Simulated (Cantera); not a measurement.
A closed system holds: 1 mol SiCl4, 9.1 mol H2, 1.1 mol Cl2, held at 1177 °C and 100 Torr.

Equilibrium computed with Cantera from the NASA thermochemical tables; the gas is ideal and each condensed phase is pure. Candidate condensed phases: Si; 19 gas species. The tables' values for SiCl3 are old estimates; treat these amounts as uncertain. Kinetics and transport are ignored.

Base state: H2 0.632, HCl 0.282, SiCl2 0.0364, SiCl4 0.0271, SiCl3 0.0164, SiHCl3 0.00522, SiH2Cl2 0.000156, H 2.06e-5 (mole fractions); condensed: gas only.

**Question.** What changes in the equilibrium state with this change: pressure from 100 Torr to 1580 Torr?

**Answer.** 
```json
[
 {"species": "H2", "before": "0.632", "after": "0.677"},
 {"species": "HCl", "before": "0.282", "after": "0.234"},
 {"species": "SiCl4", "before": "0.0271", "after": "0.0557"},
 {"species": "SiCl2", "before": "0.0364", "after": "0.00741"},
 {"species": "SiHCl3", "before": "0.00522", "after": "0.0139"},
 {"species": "SiCl3", "before": "0.0164", "after": "0.0106"},
 {"species": "H", "before": "2.06e-5", "after": "5.37e-6"},
 {"species": "SiH2Cl2", "before": "0.000156", "after": "0.000535"}
]
```
